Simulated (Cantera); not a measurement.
A freely propagating, adiabatic, planar premixed flame of CH₄ : CO : O₂ : N₂ : H₂O = 1 : 0.13 : 2.09 : 7.84 : 0.97 (molar parts), equivalence ratio 0.99, unburnt at 700 K and 24000 Pa; mixture-averaged transport, grid criteria slope 0.08 and curve 0.16, no radiation.

Computed with Cantera and GRI-Mech 3.0 (53 species, 325 reactions). Burning velocities carry a grid error of a few per cent, more on coarse grids.

Question: How do the results move with these cheaper or finer settings: unity-Lewis-number transport; multicomponent transport; multicomponent+Soret transport; grid criteria slope 0.5, curve 1; grid criteria slope 0.25, curve 0.5; grid criteria slope 0.03, curve 0.06?

Answer: 
| setting | laminar burning velocity | thermal thickness | peak x(HCO) | grid points | grid points |
|---|---|---|---|---|---|
| as above | 202 cm/s | 1.25 mm | 7.81e-5 | 145 | 145 |
| unity-Lewis-number transport | 135 cm/s | 1.44 mm | 6.19e-5 | 132 | 132 |
| multicomponent transport | 202 cm/s | 1.27 mm | 7.83e-5 | 145 | 145 |
| multicomponent+Soret transport | 200 cm/s | 1.26 mm | 7.81e-5 | 145 | 145 |
| grid criteria slope 0.5, curve 1 | 222 cm/s | 1.40 mm | 7.72e-5 | 49 | 49 |
| grid criteria slope 0.25, curve 0.5 | 212 cm/s | 1.30 mm | 7.85e-5 | 67 | 67 |
| grid criteria slope 0.03, curve 0.06 | 199 cm/s | 1.23 mm | 7.79e-5 | 380 | 380 |
The base run took about 40 core-seconds (a rough figure).
Unity Lewis numbers drop preferential diffusion, which matters most where H2 and H carry the flame; Soret adds thermal diffusion.
